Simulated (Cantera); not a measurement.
A closed system holds: 1 mol Pb, 8 mol H2, equilibrated at 10.0 mbar.

Equilibrium computed with Cantera from the NASA thermochemical tables; the gas is ideal and each condensed phase is pure. Candidate condensed phases: Pb; 4 gas species. The numbers say what is thermodynamically allowed, not how fast it happens.

**Question.** Which condensed phases are stable at each of these points (T (°C)): 300, 400, 500, 600, 700, 800, 900, 1000, 1100, 1200?

**Answer.** 
```json
[
 {"T (°C)": "300", "condensed phases": "Pb(s)", "Pb condensed (%)": "100.0"},
 {"T (°C)": "400", "condensed phases": "Pb(l)", "Pb condensed (%)": "100.0"},
 {"T (°C)": "500", "condensed phases": "Pb(l)", "Pb condensed (%)": "100.0"},
 {"T (°C)": "600", "condensed phases": "Pb(l)", "Pb condensed (%)": "99.9"},
 {"T (°C)": "700", "condensed phases": "Pb(l)", "Pb condensed (%)": "99.3"},
 {"T (°C)": "800", "condensed phases": "Pb(l)", "Pb condensed (%)": "94.1"},
 {"T (°C)": "900", "condensed phases": "Pb(l)", "Pb condensed (%)": "64.8"},
 {"T (°C)": "1000", "condensed phases": "gas only", "Pb condensed (%)": "0.0"},
 {"T (°C)": "1100", "condensed phases": "gas only", "Pb condensed (%)": "0.0"},
 {"T (°C)": "1200", "condensed phases": "gas only", "Pb condensed (%)": "0.0"}
]
```

At 300 °C the condensed part is Pb(s). From 400 °C to 900 °C the condensed part is Pb(l). From 1000 °C to 1200 °C nothing is condensed.
